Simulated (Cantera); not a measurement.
Feed: 1 mol C3H8, 0.14 mol NH3, 4.6 mol H2O, at 2202 °C and 13.0 Pa.

Equilibrium computed with Cantera from the NASA thermochemical tables; the gas is ideal and each condensed phase is pure. Candidate condensed phases: C, C6H6, C7H8, C8H18, H2O; 136 gas species. Equilibrium is a limit: real reactors are often held back by kinetics, nucleation or transport.

Base state: H 0.654, CO 0.152, H2 0.110, O 0.0516, OH 0.0131, H2O 0.0109, N2 0.00354, CO2 0.00248 (mole fractions); condensed: gas only.

Task: What changes in the equilibrium state with this change: NH3 from 0.14 to 0.015 mol?

Result: 
| species | before | after |
|---|---|---|
| H | 0.654 | 0.653 |
| CO | 0.152 | 0.155 |
| H2 | 0.110 | 0.109 |
| N2 | 0.00354 | 0.000370 |
| O | 0.0516 | 0.0527 |
| OH | 0.0131 | 0.0134 |
| H2O | 0.0109 | 0.0111 |
| NO | 0.000148 | 4.88e-5 |
| O2 | 0.00211 | 0.00220 |

Task: What changes in the equilibrium state with this change: NH3 from 0.14 to 0.016 mol?

Result: 
| species | before | after |
|---|---|---|
| H | 0.654 | 0.653 |
| CO | 0.152 | 0.155 |
| H2 | 0.110 | 0.109 |
| N2 | 0.00354 | 0.000395 |
| O | 0.0516 | 0.0527 |
| OH | 0.0131 | 0.0134 |
| H2O | 0.0109 | 0.0111 |
| NO | 0.000148 | 5.05e-5 |
| O2 | 0.00211 | 0.00220 |
| CO2 | 0.00248 | 0.00258 |
